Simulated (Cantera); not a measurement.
An adiabatic, constant-pressure homogeneous reactor starts with CO : H2 : O2 : N2 = 1 : 0.52 : 1.55 : 5.83 (molar parts), equivalence ratio 0.49, at 1750 K and 1280 Torr. Integrator tolerance rtol = 1e-08.

Model: GRI-Mech 3.0 (53 species, 325 reactions), integrated in Cantera.

What does this change do: CO 1 to 0.74 parts?


| quantity | before | after |
|---|---|---|
| time of steepest temperature rise | 7.06 µs | 6.92 µs |
| temperature at 0.400 s | 2672 K | 2591 K |
| equilibrium temperature | 2672 K | 2591 K |
| x(CO) at 0.400 s | 0.0218 (gas-phase equilibrium 0.0218) | 0.0111 (gas-phase equilibrium 0.0111) |
| x(H2) at 0.400 s | 0.00179 (gas-phase equilibrium 0.00179) | 0.00123 (gas-phase equilibrium 0.00123) |
| x(O2) at 0.400 s | 0.0910 (gas-phase equilibrium 0.0910) | 0.105 (gas-phase equilibrium 0.105) |
| x(NO) at 0.400 s | 0.0189 (gas-phase equilibrium 0.0189) | 0.0181 (gas-phase equilibrium 0.0181) |
| x(CO2) at 0.400 s | 0.0986 (gas-phase equilibrium 0.0986) | 0.0801 (gas-phase equilibrium 0.0801) |

What does this change do: pressure from 1280 Torr to 7500 Torr?


```
quantity                                                            before                                    after
---------------------------------  ---------------------------------------  ---------------------------------------
time of steepest temperature rise                                  7.06 µs                                  1.18 µs
temperature at 0.400 s                                              2672 K                                   2759 K
equilibrium temperature                                             2672 K                                   2759 K
x(CO) at 0.400 s                     0.0218 (gas-phase equilibrium 0.0218)    0.0145 (gas-phase equilibrium 0.0145)
x(H2) at 0.400 s                   0.00179 (gas-phase equilibrium 0.00179)  0.00112 (gas-phase equilibrium 0.00112)
x(O2) at 0.400 s                     0.0910 (gas-phase equilibrium 0.0910)    0.0884 (gas-phase equilibrium 0.0884)
x(NO) at 0.400 s                     0.0189 (gas-phase equilibrium 0.0189)    0.0212 (gas-phase equilibrium 0.0212)
x(CO2) at 0.400 s                    0.0986 (gas-phase equilibrium 0.0986)      0.107 (gas-phase equilibrium 0.107)
```
The hydrogen kinetics of GRI-Mech 3.0 are dated; newer H2 mechanisms differ, most at raised pressure.
